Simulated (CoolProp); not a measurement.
Properties of propylene along the isobar 0.101 MPa (Tc = 364.2 K, pc = 4.555 MPa, ω = 0.146).

Values from CoolProp's reference Helmholtz-energy equation of state, Lemmon 2013.

```tsv
T (K)	phase	cv (kJ/(kg K))	isothermal compressibility (1/MPa)
306.5	gas	1.371	10.03
319.1	gas	1.416	10.02
331.8	gas	1.463	10.00
344.5	gas	1.510	9.993
357.1	gas	1.557	9.983
369.8	gas	1.604	9.974
382.5	gas	1.651	9.967
395.1	gas	1.697	9.960
407.8	gas	1.744	9.954
420.5	gas	[?]	9.949
433.1	gas	1.835	9.945
445.8	gas	[?]	9.941
458.5	gas	1.924	9.937
471.1	gas	1.967	9.934
483.8	gas	[?]	9.931
```

Q: Some entries are withheld; supply them.

A: 
- 420.5, cv (kJ/(kg K)): 1.790
- 445.8, cv (kJ/(kg K)): 1.880
- 483.8, cv (kJ/(kg K)): 2.010
